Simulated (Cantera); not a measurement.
A Cantera script and what it prints.

```python
import numpy as np
import cantera as ct

gas_names = """
    H HO2 H2 H2O H2O2 O OH O2 O3 Ta TaO TaO2
""".split()
cond_names = """
    H2O(s) H2O(L) Ta(cr) Ta(L) Ta2O5(s) Ta2O5(L)
""".split()


# ... load() reads the species with a 1 bar reference pressure and builds the phases ...
atoms = {
    'Ta': {'Ta': 1},
    'H2O': {'H': 2, 'O': 1},
}
top_T = {}  # K; cautious upper limits of use, not melting points


# ... equilibrate(T, P, feed) seeds the gas with the atoms and calls Mixture.equilibrate('TP', solver="vcs", rtol=1e-11, max_steps=5000) ...
results = []
feed = {'Ta': 1, 'H2O': 28}  # mol
T = 1025  # K
P = 14000  # Pa
mix = equilibrate(T, P, feed)
results.append((T, P, feed, dict(zip(mix.species_names, mix.species_moles))))
x = sorted(zip(gas.X, gas.species_names), reverse=True)
print(f"T = {T:g} K  P = {P:g} Pa  gas = {mix.phase_moles(0):.4g} mol")
print("   x: " + "  ".join(f"{s} {v:.3e}" for v, s in x if v > 1e-06))
print("   condensed (mol): " + ("  ".join(f"{mix.phase(i).name} {mix.phase_moles(i):.4g}"
      for i in range(1, mix.n_phases) if mix.phase_moles(i) > 1e-12) or "none"))
```

Result:

```
T = 1025 K  P = 14000 Pa  gas = 28 mol
   x: H2O 9.107e-01  H2 8.929e-02
   condensed (mol): Ta2O5(s) 0.5
```

Cantera equilibrium calculation (NASA polynomials, part measured and part estimated; ideal gas, pure solids and liquids).
